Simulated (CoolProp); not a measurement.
Properties of 1-butene along the isotherm 467.4 K.

The numbers come from the reference Helmholtz-energy equation of state, Lemmon 2005 in CoolProp. It is a short technical equation, of lower accuracy than the large ones.

| p (kPa) | phase | speed of sound (m/s) | Joule-Thomson coefficient (K/MPa) | isothermal compressibility (1/MPa) |
|---|---|---|---|---|
| 19 | gas | 272.3 | 6.357 | 52.69 |
| 36 | gas | 272.1 | 6.365 | 27.84 |
| 68.3 | gas | 271.6 | 6.380 | 14.70 |
| 129 | gas | 270.8 | 6.407 | 7.814 |
| 245 | gas | 269.1 | 6.461 | 4.144 |
| 465 | gas | 265.9 | 6.565 | 2.215 |
| 882 | gas | 259.7 | 6.772 | ? |
| 1670 | gas | 247.5 | ? | 0.6761 |
| 3170 | gas | 222.1 | 8.127 | 0.4162 |
| 6010 | supercritical | 179.9 | 8.667 | ? |

### Question
Complete the blanks.

### Answer

- 882, isothermal compressibility (1/MPa): 1.202
- 1670, Joule-Thomson coefficient (K/MPa): 7.199
- 6010, isothermal compressibility (1/MPa): 0.3309
